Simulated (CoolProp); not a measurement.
R245fa along the isobar 8.16 MPa: fugacity coefficient from the reference equation and from simpler models built on Tc = 153.9 °C, pc = 3.651 MPa, ω = 0.378; each cubic takes its own stable root.

The numbers come from the reference Helmholtz-energy equation of state, Akasaka 2015 in CoolProp.

```
T (°C)          phase  reference  Redlich-Kwong  Soave-Redlich-Kwong
------  -------------  ---------  -------------  -------------------
89.25          liquid     0.1328         0.1804               0.1397
95.65          liquid     0.1506         0.1979               0.1584
102.15         liquid     0.1699         0.2163               0.1788
108.65         liquid     0.1905         0.2353               0.2005
115.05         liquid     0.2119         0.2545               0.2230
121.55         liquid     0.2348         0.2745               0.2470
128.05         liquid     0.2587         0.2949               0.2720
134.55         liquid     0.2835         0.3157               0.2979
140.95         liquid     0.3088         0.3363               0.3241
147.45         liquid     0.3351         0.3575               0.3512
153.95  supercritical     0.3619         0.3787               0.3787
160.35  supercritical     0.3887         0.3995               0.4060
166.85  supercritical     0.4161         0.4206               0.4337
```
